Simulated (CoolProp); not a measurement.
Propylene at 265.85 K and 0.239 MPa flows at 2.9 m/s in a round tube of 4.6 mm bore and 1.5 µm roughness, fully developed (64/Re and Nu = 3.66 if laminar; Colebrook and Gnielinski if turbulent). Each further row changes one setting.

Computed with CoolProp (reference Helmholtz-energy equation of state, Lemmon 2013).

```
case              Reynolds number  Darcy friction factor  pressure drop (Pa/m)  heat-transfer coefficient (W/(m² K))  mass flow (kg/h)
----------------  ---------------  ---------------------  --------------------  ------------------------------------  ----------------
as stated                    8460                    ___                   ___                                  84.2               ___
velocity 5.8 m/s            16900                 0.0276                   484                                   ___               ___
diameter 9.2 mm             16900                    ___                   ___                                  74.1               ___
```

Question: What belongs in the gaps?

Answer: 
- as stated, Darcy friction factor: 0.0328
- as stated, pressure drop (Pa/m): 144
- as stated, mass flow (kg/h): 0.831
- velocity 5.8 m/s, heat-transfer coefficient (W/(m² K)): 150
- velocity 5.8 m/s, mass flow (kg/h): 1.66
- diameter 9.2 mm, Darcy friction factor: 0.0273
- diameter 9.2 mm, pressure drop (Pa/m): 59.8
- diameter 9.2 mm, mass flow (kg/h): 3.33

Viscosity comes from a separate model (Huber 2003), an estimate that may be off by 10 % or more. Thermal conductivity comes from a separate model (Huber 2003), an estimate that may be off by 10 % or more.
